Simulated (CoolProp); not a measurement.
Dimethyl carbonate along the isobar 23.9 bar: Z from the reference equation and from simpler models built on Tc = 283.9 °C, pc = 49.09 bar, ω = 0.346; each cubic takes its own stable root.

Computed with CoolProp (reference Helmholtz-energy equation of state, Zhou 2011).

```
T (°C)   phase  reference
------  ------  ---------
72.75   liquid    0.07474
92.45   liquid    0.07270
112.05  liquid    0.07106
131.75  liquid    0.06978
151.35  liquid    0.06888
171.05  liquid    0.06838
190.65  liquid    0.06836
210.35  liquid    0.06898
```

Problem. How far does each simpler model (van der Waals, Soave-Redlich-Kwong, Peng-Robinson) lie from the reference over these 8 states: mean and median of the absolute difference, and the worst?

Solution. 
- van der Waals: mean 182.5 %, median 70.6 %, worst +964.5 % at 210.35 °C and 23.9 bar
- Soave-Redlich-Kwong: mean 13.0 %, median 12.2 %, worst +16.7 % at 210.35 °C and 23.9 bar
- Peng-Robinson: mean 1.1 %, median 1.0 %, worst +2.9 % at 210.35 °C and 23.9 bar

At some of these states van der Waals gives the other phase, because its saturation line lies elsewhere.
